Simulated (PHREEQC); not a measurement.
A solution holds 0.14 mol NH4HS and 0.00048 mol NaOH per kg of water, at 76 °C. It is in equilibrium with CO2 at log p = -3.4 (atm). Otherwise closed; pH follows from the charge balance.

The numbers come from PHREEQC with the ion-association model, wateq4f.dat.

```yaml
pH: 7.23
ionic_strength: 0.122 mol/kgw
total_alkalinity: 140 meq/kg
```

```
species  molality  activity   log γ
-------  --------  --------  ------
HS-         0.122    0.0883  -0.140
NH4+        0.121    0.0909  -0.126
NH3        0.0186    0.0186   0.000
H2S        0.0181    0.0187   0.012
Na+      0.000480  0.000360  -0.125
HCO3-     5.52e-5   4.18e-5  -0.121
S-2       1.12e-5   3.55e-6  -0.497
CO2       5.12e-6   5.26e-6   0.012
OH-       4.73e-6   3.43e-6  -0.140
CO3-2     1.61e-7   5.29e-8  -0.483
H+        7.39e-8   5.93e-8  -0.096
NaHCO3    8.23e-9   8.46e-9   0.012
NaCO3-    4.21e-9   3.19e-9  -0.121
```

Precipitation was switched off in this run. Away from 25 °C the constants follow the database's enthalpies or fits; those with neither stay at their 25 °C values. The polysulfide entries of wateq4f.dat were taken out for this run.
